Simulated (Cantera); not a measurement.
What does this Cantera script print?

```python
import numpy as np
import cantera as ct

gas_names = """
    C CH CH2 CH3 CH4 CN C2 C2H C2H2,acetylene C2H2,vinylidene C2H3,vinyl CH3CN C2H4 C2H5 C2H6 CCN CNC
    C2N2 C3 C3H3,propargyl C3H4,allene C3H4,propyne C3H4,cyclo- C3H5,allyl C3H6,propylene C3H6,cyclo-
    C3H7,n-propyl C3H7,i-propyl C3H8 C4 C4H2 C4H4,1,3-cyclo- C4H6,butadiene C4H6,2-butyne C4H6,cyclo-
    C4H8,1-butene C4H8,cis2-buten C4H8,tr2-butene C4H8,isobutene C4H8,cyclo- C4H9,n-butyl C4H9,i-butyl
    C4H9,s-butyl C4H9,t-butyl C4H10,isobutane C4H10,n-butane C4N2 C5 C5H6,1,3cyclo- C5H8,cyclo-
    C5H10,1-pentene C5H10,cyclo- C5H11,pentyl C5H11,t-pentyl C5H12,n-pentane C5H12,i-pentane
    CH3C(CH3)2CH3 C6H2 C6H5,phenyl C6H6 C6H10,cyclo- C6H12,1-hexene C6H12,cyclo- C6H13,n-hexyl
    C7H7,benzyl C7H8 C7H14,1-heptene C7H15,n-heptyl C7H16,n-heptane C8H8,styrene C8H10,ethylbenz
    C8H16,1-octene C8H17,n-octyl C8H18,isooctane C8H18,n-octane C9H19,n-nonyl C10H8,naphthale
    C10H21,n-decyl C12H9,o-bipheny C12H10,bipheny H HCN HCCN HNC H2 N NH NH2 NH3 N2 N2H2 N2H4
""".split()
cond_names = """
    C(gr) C6H6(L) C7H8(L) C8H18(L),n-octa
""".split()


def load(file, names, dense=False):
    # The tables refer to 1 bar. Condensed volumes are neglected.
    table = {s.name: s for s in ct.Species.list_from_file(file)}
    out = []
    for n in names:
        d = dict(table[n].input_data)
        d["thermo"] = dict(d["thermo"], **{"reference-pressure": 1e5})
        if dense:
            d["equation-of-state"] = {"model": "constant-volume", "density": "1e6 g/cm^3"}
        out.append(ct.Species.from_dict(d))
    return out


gas = ct.Solution(thermo="ideal-gas", species=load("nasa_gas.yaml", gas_names))
cond = {s.name: ct.Solution(thermo="fixed-stoichiometry", species=[s], name=s.name)
        for s in load("nasa_condensed.yaml", cond_names, dense=True)}
atoms = {
    'toluene': {'C': 7, 'H': 8},
    'NH3': {'N': 1, 'H': 3},
    'N2': {'N': 2},
    'H2': {'H': 2},
}
top_T = {'C(gr)': 4500}  # K; cautious upper limits of use, not melting points


def equilibrate(T, P, feed):
    n = {}
    for name, mol in feed.items():
        for a, k in atoms[name].items():
            n[a] = n.get(a, 0.0) + k * mol
    gas.TPX = T, P, n
    mass = sum(n.values()) * gas.mean_molecular_weight
    gas.equilibrate("TP")
    valid = [c for c in cond.values() if c.min_temp <= T <= top_T.get(c.name, c.max_temp)]
    mix = ct.Mixture([(gas, mass / gas.mean_molecular_weight)] + [(c, 0.0) for c in valid])
    mix.T, mix.P = T, P
    mix.equilibrate("TP", solver="vcs", rtol=1e-11, max_steps=5000)
    return mix


results = []
feed = {'toluene': 1, 'NH3': 0.19, 'N2': 1.7, 'H2': 1}  # mol
P = 6700  # Pa
for T in [1323, 1398, 1473, 1548, 1623, 1698, 1773, 1848, 1923]:
    mix = equilibrate(T, P, feed)
    results.append((T, P, feed, dict(zip(mix.species_names, mix.species_moles))))

top = {s: max(r[3][s] / sum(r[3][g] for g in gas_names) for r in results) for s in gas_names}
cols = sorted((s for s in top if top[s] > 0.001), key=lambda s: -top[s])[:9]
seen = [c for c in cond_names if any(r[3].get(c, 0) > 1e-12 for r in results)]
print("log10 of partial pressures in bar; condensed amounts in mol")
print(f"{'T/K':>10s}" + "".join(f"{s[:9]:>10s}" for s in cols + seen))
for T, P, feed, n in results:
    ng = sum(n[g] for g in gas_names)
    print(f"{T:10.4g}" + "".join(f"{np.log10(max(n[s] / ng * P / 1e5, 1e-99)):10.3f}" for s in cols)
          + "".join(f"{n.get(c, 0):10.4g}" for c in seen))
```

Result:

```
log10 of partial pressures in bar; condensed amounts in mol
       T/K        H2        N2       HCN         H     C(gr)
      1323    -1.301    -1.770    -5.127    -6.450     6.997
      1398    -1.301    -1.770    -4.847    -5.976     6.997
      1473    -1.301    -1.770    -4.596    -5.548     6.996
      1548    -1.301    -1.770    -4.369    -5.162     6.995
      1623    -1.301    -1.771    -4.164    -4.811     6.992
      1698    -1.302    -1.771    -3.977    -4.491     6.987
      1773    -1.302    -1.772    -3.807    -4.197     6.981
      1848    -1.303    -1.773    -3.651    -3.927     6.972
      1923    -1.304    -1.775    -3.508    -3.678     6.961
```

Equilibrium computed with Cantera from the NASA thermochemical tables; the gas is ideal and each condensed phase is pure.
